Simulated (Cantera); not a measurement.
A closed system holds: 1 mol AlBr3, 30 mol N2O, 8.3 mol H2, equilibrated at 1998.15 K and 1.20 Torr.

Cantera equilibrium calculation (NASA polynomials, part measured and part estimated; ideal gas, pure solids and liquids). Candidate condensed phases: Al, AlBr3, AlN, Al2O3, Br2, H2O; 41 gas species. Equilibrium is a limit: real reactors are often held back by kinetics, nucleation or transport.

Base state: N2 0.576, O2 0.188, H2O 0.149, Br 0.0551, OH 0.0120, O 0.00714, NO 0.00615, HBr 0.00279 (mole fractions); condensed: Al2O3(s).

**Question.** What changes in the equilibrium state with this change: pressure from 1.20 Torr to 82.5 Torr?

**Answer.** 
```tsv
species	before	after
N2	0.576	0.581
O2	0.188	0.194
H2O	0.149	0.155
OH	0.0120	0.00430
O	0.00714	0.000876
Br	0.0551	0.0508
Br2	9.88e-7	5.77e-5
H	0.00199	8.42e-5
H2	0.00245	0.000302
Al2O3(s), mol	0.500	0.500
```
Gases not in the tables: Al(OH)3.
